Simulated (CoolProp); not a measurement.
R115 at several states: Z from the reference equation and from simpler models built on Tc = 80.0 °C, pc = 3.129 MPa, ω = 0.248; each cubic takes its own stable root.

The numbers come from the reference Helmholtz-energy equation of state, Lemmon 2016 in CoolProp.

```csv
T (°C),p (MPa),phase,reference
225.35,0.346,gas,0.9895
37.55,0.0256,gas,0.9960
-16.35,8.13,liquid,0.3917
167.35,1.35,gas,0.9321
4.75,0.693,liquid,0.03357
18.35,2.01,liquid,0.09625
```

Q: How far does each simpler model (van der Waals, Soave-Redlich-Kwong) lie from the reference over these 6 states: mean and median of the absolute difference, and the worst?

A: 
- van der Waals: mean 433.0 %, median 25.9 %, worst +2487.1 % at 4.75 °C and 0.693 MPa
- Soave-Redlich-Kwong: mean 3.4 %, median 2.3 %, worst +8.2 % at 18.35 °C and 2.01 MPa

At some of these states van der Waals gives the other phase, because its saturation line lies elsewhere.
